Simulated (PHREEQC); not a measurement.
## Metal-bearing waste water (model solution)

Make-up at 25 °C: 0.0097 mol FeCl3, 0.00011 mol CuCl2 and 0.00053 mol HCl per kg of water. Closed to the air; pH follows from the charge balance.

The numbers come from PHREEQC with the ion-association model, phreeqc.dat.

Precipitation was switched off in this run.

Task: Predict the pH, ionic strength.

Result: pH 2.33; ionic strength 0.0494 mol/kgw.

Task: In which forms is Cl present?

Result: Cl- 95 %, FeCl+2 4.4 %, FeCl2+ 0.5 % of the Cl.

Saturation is exceeded, for instance for Hematite (slow to form), Goethite (slow to form); the values hold only as long as no solid forms.
